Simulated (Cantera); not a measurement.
A Cantera script and what it prints.

```python
import numpy as np
import cantera as ct

gas_names = [...]  # 116 gases of nasa_gas.yaml made of C, H, Mg, O
cond_names = """
    C(gr) C6H6(L) C7H8(L) C8H18(L),n-octa H2O(s) H2O(L) Mg(cr) Mg(L) MgCO3(s) MgO(s) MgO(L) MgO2H2(s)
""".split()


# ... load() reads the species with a 1 bar reference pressure and builds the phases ...
atoms = {
    'MgO': {'Mg': 1, 'O': 1},
    'C': {'C': 1},
    'H2': {'H': 2},
}
top_T = {'C(gr)': 4500}  # K; cautious upper limits of use, not melting points


# ... equilibrate(T, P, feed) seeds the gas with the atoms and calls Mixture.equilibrate('TP', solver="vcs", rtol=1e-11, max_steps=5000) ...
results = []
T = 1925  # K
P = 14  # Pa
for m in [0.77, 0.91, 1.1, 1.3, 1.5, 1.8, 2.1, 2.5, 2.9, 3.5]:
    feed = {'MgO': 1, 'C': m, 'H2': 6.5}  # mol
    mix = equilibrate(T, P, feed)
    results.append((T, P, feed, dict(zip(mix.species_names, mix.species_moles))))

top = {s: max(r[3][s] / sum(r[3][g] for g in gas_names) for r in results) for s in gas_names}
cols = sorted((s for s in top if top[s] > 0.001), key=lambda s: -top[s])[:5]
seen = [c for c in cond_names if any(r[3].get(c, 0) > 1e-12 for r in results)]
print("log10 of partial pressures in bar; condensed amounts in mol")
print(f"{'n(C)':>10s}" + "".join(f"{s[:9]:>10s}" for s in cols + seen))
for T, P, feed, n in results:
    ng = sum(n[g] for g in gas_names)
    print(f"{feed['C']:10.4g}" + "".join(f"{np.log10(max(n[s] / ng * P / 1e5, 1e-99)):10.3f}" for s in cols)
          + "".join(f"{n.get(c, 0):10.4g}" for c in seen))
```

It prints:

```
log10 of partial pressures in bar; condensed amounts in mol
      n(C)        H2        Mg        CO         H       H2O     C(gr)
      0.77    -4.009    -4.787    -4.904    -5.024    -5.442         0
      0.91    -4.007    -4.794    -4.836    -5.023    -5.858         0
       1.1    -4.006    -4.798    -4.798    -5.023   -12.600   0.09431
       1.3    -4.006    -4.798    -4.798    -5.023   -12.600    0.2943
       1.5    -4.006    -4.798    -4.798    -5.023   -12.600    0.4943
       1.8    -4.006    -4.798    -4.798    -5.023   -12.600    0.7943
       2.1    -4.006    -4.798    -4.798    -5.023   -12.600     1.094
       2.5    -4.006    -4.798    -4.798    -5.023   -12.600     1.494
       2.9    -4.006    -4.798    -4.798    -5.023   -12.600     1.894
       3.5    -4.006    -4.798    -4.798    -5.023   -12.600     2.494
```

Cantera equilibrium calculation (NASA polynomials, part measured and part estimated; ideal gas, pure solids and liquids). The tables' values for MgH are old estimates; treat these amounts as uncertain.
